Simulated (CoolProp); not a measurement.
A closed Brayton cycle with carbon dioxide: compressor inlet 330.15 K and 8 MPa, high pressure 18.2 MPa, turbine inlet 715 K, compressor efficiency 0.8, turbine efficiency 0.93, recuperator effectiveness 0.95 (on enthalpy, no pinch check). Each further row changes one setting.

The numbers come from the reference Helmholtz-energy equation of state, Span 1996 in CoolProp.

```json
[
 {"case": "as stated", "thermal efficiency (%)": "?", "net work (kJ/kg)": "48.6", "compressor to turbine work": "0.49", "compressor exit (K)": "403.9", "turbine exit (K)": "621.7"},
 {"case": "turbine inlet 665 K", "thermal efficiency (%)": "25.8", "net work (kJ/kg)": "?", "compressor to turbine work": "0.54", "compressor exit (K)": "403.9", "turbine exit (K)": "?"},
 {"case": "compressor inlet 340.15 K", "thermal efficiency (%)": "27.3", "net work (kJ/kg)": "43.7", "compressor to turbine work": "0.54", "compressor exit (K)": "417.8", "turbine exit (K)": "621.7"},
 {"case": "high pressure 15.5 MPa", "thermal efficiency (%)": "?", "net work (kJ/kg)": "41.4", "compressor to turbine work": "0.47", "compressor exit (K)": "389.0", "turbine exit (K)": "639.6"},
 {"case": "recuperator effectiveness 0.5", "thermal efficiency (%)": "?", "net work (kJ/kg)": "48.6", "compressor to turbine work": "0.49", "compressor exit (K)": "403.9", "turbine exit (K)": "621.7"}
]
```

Question: Some entries are withheld; supply them.

Answer: 
- as stated, thermal efficiency (%): 29.0
- turbine inlet 665 K, net work (kJ/kg): 40.6
- turbine inlet 665 K, turbine exit (K): 575.3
- high pressure 15.5 MPa, thermal efficiency (%): 28.7
- recuperator effectiveness 0.5, thermal efficiency (%): 17.4
